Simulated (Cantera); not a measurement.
Feed: 1 mol Fe2O3, 1.3 mol HCl, 16 mol H2, held at 1150 °C and 133 Pa.

Method: chemical equilibrium by Gibbs-energy minimisation in Cantera with the NASA 1993 tables (ideal gas, pure condensed phases). Candidate condensed phases: Fe, FeCl2, FeCl3, FeO, Fe(OH)2, Fe(OH)3, Fe2O3, Fe3O4, H2O; 22 gas species. Kinetics and transport are ignored.

Base state: H2 0.755, H2O 0.173, HCl 0.0673, FeCl2 0.00389, H 0.000158, Fe 2.01e-5, Cl 1.16e-5 (mole fractions); condensed: Fe(γ).

What changes in the equilibrium state with this change: Fe2O3 replaced by B2O3?


```
species        before     after
------------  -------  --------
H2              0.755     0.910
HCl            0.0673    0.0738
HBO2                0   0.00590
H2O             0.173  0.000333
FeCl2         0.00389         0
HBO                 0   0.00533
B2O3                0   0.00309
BOCl                0  0.000626
Fe(γ), mol       1.93         0
B2O3(l), mol        0     0.837
```
The tables' values for BOCl are old estimates; treat these amounts as uncertain. Further candidate phases: B, B2O3, B3O3H3.
